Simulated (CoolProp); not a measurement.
A single-stage vapour-compression cycle with carbonyl sulfide: evaporating at 230.15 K (dew point), condensing at 279.15 K (bubble point), superheat 10 K, subcooling 5 K, compressor efficiency 0.65, no pressure losses. Each further row changes one setting.

Model: reference Helmholtz-energy equation of state, Lemmon 2006, in CoolProp. It is a short technical equation, of lower accuracy than the large ones.

| case | cooling COP | pressure ratio | discharge temperature (K) | refrigerating effect (kJ/kg) | volumetric capacity (kJ/m³) |
|---|---|---|---|---|---|
| as stated | 2.54 | 5.55 | 388.9 | 256 | 1110 |
| evaporating temperature 235.15 K | ? | 4.49 | ? | ? | ? |
| condensing temperature 274.15 K | 2.88 | 4.80 | 375.1 | 263 | 1140 |
| subcooling 10 K | ? | 5.55 | 388.9 | 263 | 1140 |
| superheat 20 K | ? | 5.55 | 402.9 | 263 | 1090 |
| compressor efficiency 0.55 | ? | 5.55 | ? | 256 | 1110 |

**Question.** Fill in the missing entries.

**Answer.** 
- evaporating temperature 235.15 K, cooling COP: 2.94
- evaporating temperature 235.15 K, discharge temperature (K): 375.5
- evaporating temperature 235.15 K, refrigerating effect (kJ/kg): 259
- evaporating temperature 235.15 K, volumetric capacity (kJ/m³): 1360
- subcooling 10 K, cooling COP: 2.60
- superheat 20 K, cooling COP: 2.49
- compressor efficiency 0.55, cooling COP: 2.15
- compressor efficiency 0.55, discharge temperature (K): 412.0
